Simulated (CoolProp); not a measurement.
Model: reference Helmholtz-energy equation of state, Lemmon 2004, in CoolProp. It is a short technical equation, of lower accuracy than the large ones.

For n-dodecane, give the phase and the density (kg/m³), cp (kJ/(kg K)), cv (kJ/(kg K)), isothermal compressibility (1/MPa) at 329.5 K and 1.16 MPa; 404.9 K and 1.16 MPa.


- 329.5 K and 1.16 MPa: liquid; density 724, cp 2.32, cv 1.93, isothermal compressibility 0.00122
- 404.9 K and 1.16 MPa: liquid; density 667, cp 2.61, cv 2.23, isothermal compressibility 0.00212
